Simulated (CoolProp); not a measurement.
Properties of hexamethyldisiloxane (MM) along the isotherm 253.55 °C (Tc = 245.6 °C, pc = 1.931 MPa, ω = 0.418).

The numbers come from the reference Helmholtz-energy equation of state, Thol 2016 in CoolProp.

```tsv
p (MPa)	phase	density (kg/m³)	Joule-Thomson coefficient (K/MPa)	isothermal compressibility (1/MPa)
2.15	supercritical	236.5	26.62	3.755
4.29	supercritical	465.4	1.229	0.04812
6.44	supercritical	500.4	0.5197	0.02470
8.58	supercritical	522.6	0.2474	0.01690
10.7	supercritical	539.2	0.09918	0.01296
12.9	supercritical	553.2	0.001000	0.01048
15	supercritical	564.5	-0.06451	0.008883
17.2	supercritical	574.9	-0.1155	0.007674
19.3	supercritical	583.6	-0.1530	0.006801
```
